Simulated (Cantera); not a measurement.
An isothermal, constant-pressure homogeneous reactor starts with NO : N2 = 1 : 13 (molar parts), at 1825 K and 20.0 Torr. Integrator tolerance rtol = 1e-08.

Detailed kinetics in Cantera: GRI-Mech 3.0 (53 species, 325 reactions). Radical loss at walls, strong at low pressure, is not modelled.

What does this change do: temperature 1825 to 1673 K?


```csv
quantity,before,after
x(NO) at 40.0 s,0.0644 (gas-phase equilibrium 0.00204),0.0705 (gas-phase equilibrium 0.00119)
x(O) at 40.0 s,6.46e-5 (gas-phase equilibrium 0.000176),7.43e-6 (gas-phase equilibrium 3.86e-5)
x(O2) at 40.0 s,0.00348 (gas-phase equilibrium 0.0346),0.000471 (gas-phase equilibrium 0.0351)
x(N2O) at 40.0 s,1.62e-6 (gas-phase equilibrium 2.11e-8),1.81e-6 (gas-phase equilibrium 1.26e-8)
x(NO2) at 40.0 s,3.40e-6 (gas-phase equilibrium 3.21e-7),2.56e-6 (gas-phase equilibrium 2.64e-7)
x(N2) at 40.0 s,0.932 (gas-phase equilibrium 0.963),0.929 (gas-phase equilibrium 0.964)
```

What does this change do: pressure from 20.0 Torr to 1.20 bar?


```json
[
 {"quantity": "x(NO) at 40.0 s", "before": "0.0644 (gas-phase equilibrium 0.00204)", "after": "0.0114 (gas-phase equilibrium 0.00204)"},
 {"quantity": "x(O) at 40.0 s", "before": "6.46e-5 (gas-phase equilibrium 0.000176)", "after": "2.45e-5 (gas-phase equilibrium 2.63e-5)"},
 {"quantity": "x(O2) at 40.0 s", "before": "0.00348 (gas-phase equilibrium 0.0346)", "after": "0.0300 (gas-phase equilibrium 0.0347)"},
 {"quantity": "x(N2O) at 40.0 s", "before": "1.62e-6 (gas-phase equilibrium 2.11e-8)", "after": "1.85e-7 (gas-phase equilibrium 1.41e-7)"},
 {"quantity": "x(NO2) at 40.0 s", "before": "3.40e-6 (gas-phase equilibrium 3.21e-7)", "after": "1.13e-5 (gas-phase equilibrium 2.16e-6)"},
 {"quantity": "x(N2) at 40.0 s", "before": "0.932 (gas-phase equilibrium 0.963)", "after": "0.959 (gas-phase equilibrium 0.963)"}
]
```

What does this change do: pressure from 20.0 Torr to 1.01 bar?


| quantity | before | after |
|---|---|---|
| x(NO) at 40.0 s | 0.0644 (gas-phase equilibrium 0.00204) | 0.0134 (gas-phase equilibrium 0.00204) |
| x(O) at 40.0 s | 6.46e-5 (gas-phase equilibrium 0.000176) | 2.62e-5 (gas-phase equilibrium 2.86e-5) |
| x(O2) at 40.0 s | 0.00348 (gas-phase equilibrium 0.0346) | 0.0290 (gas-phase equilibrium 0.0347) |
| x(N2O) at 40.0 s | 1.62e-6 (gas-phase equilibrium 2.11e-8) | 1.93e-7 (gas-phase equilibrium 1.30e-7) |
| x(NO2) at 40.0 s | 3.40e-6 (gas-phase equilibrium 3.21e-7) | 1.20e-5 (gas-phase equilibrium 1.98e-6) |
| x(N2) at 40.0 s | 0.932 (gas-phase equilibrium 0.963) | 0.958 (gas-phase equilibrium 0.963) |
